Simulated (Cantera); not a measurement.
A Cantera script and what it prints.

```python
import numpy as np
import cantera as ct

gas_names = """
    CL CLO CL2 Fe FeCL FeCL2 FeCL3 FeO Fe2CL4 Fe2CL6 O O2 O3
""".split()
cond_names = """
    Fe(a) Fe(c) Fe(d) Fe(L) FeCL2(s) FeCL2(L) FeCL3(s) FeCL3(L) FeO(s) FeO(L) Fe2O3(s) Fe3O4(s)
""".split()


# ... load() reads the species with a 1 bar reference pressure and builds the phases ...
atoms = {
    'Fe2O3': {'Fe': 2, 'O': 3},
    'Cl2': {'CL': 2},
    'O2': {'O': 2},
}
top_T = {'Fe2O3(s)': 1830, 'Fe3O4(s)': 1870}  # K; cautious upper limits of use, not melting points


# ... equilibrate(T, P, feed) seeds the gas with the atoms and calls Mixture.equilibrate('TP', solver="vcs", rtol=1e-11, max_steps=5000) ...
results = []
feed = {'Fe2O3': 1, 'Cl2': 0.75, 'O2': 0.92}  # mol
P = 1500  # Pa
for T in [725, 775, 825, 875, 925, 975, 1025, 1075, 1125, 1175, 1225, 1275]:
    mix = equilibrate(T, P, feed)
    results.append((T, P, feed, dict(zip(mix.species_names, mix.species_moles))))

top = {s: max(r[3][s] / sum(r[3][g] for g in gas_names) for r in results) for s in gas_names}
cols = sorted((s for s in top if top[s] > 1e-06), key=lambda s: -top[s])[:8]
seen = [c for c in cond_names if any(r[3].get(c, 0) > 1e-12 for r in results)]
print("log10 of partial pressures in bar; condensed amounts in mol")
print(f"{'T/K':>10s}" + "".join(f"{s[:9]:>10s}" for s in cols + seen))
for T, P, feed, n in results:
    ng = sum(n[g] for g in gas_names)
    print(f"{T:10.4g}" + "".join(f"{np.log10(max(n[s] / ng * P / 1e5, 1e-99)):10.3f}" for s in cols)
          + "".join(f"{n.get(c, 0):10.4g}" for c in seen))
```

It prints:

```
log10 of partial pressures in bar; condensed amounts in mol
       T/K        O2       CL2     FeCL2     FeCL3        CL       CLO    Fe2CL4    Fe2CL6  Fe2O3(s)
       725    -2.083    -2.172   -10.663    -7.106    -6.949    -8.758   -17.411   -11.172         1
       775    -2.083    -2.172    -9.439    -6.398    -6.375    -8.286   -15.638   -10.408         1
       825    -2.083    -2.172    -8.370    -5.782    -5.870    -7.871   -14.091    -9.746    0.9999
       875    -2.083    -2.172    -7.430    -5.242    -5.423    -7.503   -12.732    -9.168    0.9997
       925    -2.082    -2.174    -6.597    -4.767    -5.024    -7.176   -11.531    -8.663     0.999
       975    -2.082    -2.177    -5.857    -4.349    -4.666    -6.883   -10.465    -8.223    0.9974
      1025    -2.080    -2.185    -5.198    -3.983    -4.345    -6.620    -9.521    -7.845    0.9938
      1075    -2.077    -2.201    -4.613    -3.667    -4.058    -6.385    -8.689    -7.535    0.9866
      1125    -2.071    -2.230    -4.099    -3.406    -3.803    -6.177    -7.968    -7.303    0.9733
      1175    -2.063    -2.280    -3.656    -3.206    -3.581    -5.996    -7.363    -7.167    0.9516
      1225    -2.053    -2.358    -3.285    -3.074    -3.393    -5.846    -6.877    -7.143    0.9199
      1275    -2.044    -2.470    -2.986    -3.016    -3.240    -5.727    -6.516    -7.248    0.8783
```

Cantera equilibrium calculation (NASA polynomials, part measured and part estimated; ideal gas, pure solids and liquids). Condensed phases not in the tables: FeOCl.
